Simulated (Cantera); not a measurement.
# Ignition delay

Mixture: CH4 : C2H6 : C3H8 : O2 : N2 = 1 : 0.18 : 0.37 : 7.47 : 28.1 (molar parts), equivalence ratio 0.60, at 130000 Pa, adiabatic and at constant volume. Ignition delay is the time to a rise of 400 K.

Computed with Cantera and GRI-Mech 3.0 (53 species, 325 reactions). GRI-Mech 3.0 was tuned for natural gas; its chemistry of propane as a main component is partial and can be far from experiment.

```json
[
 {"T0 (K)": "1198", "delay (ms)": "2.85"},
 {"T0 (K)": "1248", "delay (ms)": "1.32"},
 {"T0 (K)": "1298", "delay (ms)": "0.650"},
 {"T0 (K)": "1348", "delay (ms)": "0.341"},
 {"T0 (K)": "1398", "delay (ms)": "0.191"},
 {"T0 (K)": "1448", "delay (ms)": "0.114"},
 {"T0 (K)": "1498", "delay (ms)": "0.0725"},
 {"T0 (K)": "1548", "delay (ms)": "0.0485"}
]
```

| Item | Value |
|---|---|
| apparent activation energy between 1448 and 1548 K | 160 kJ/mol |
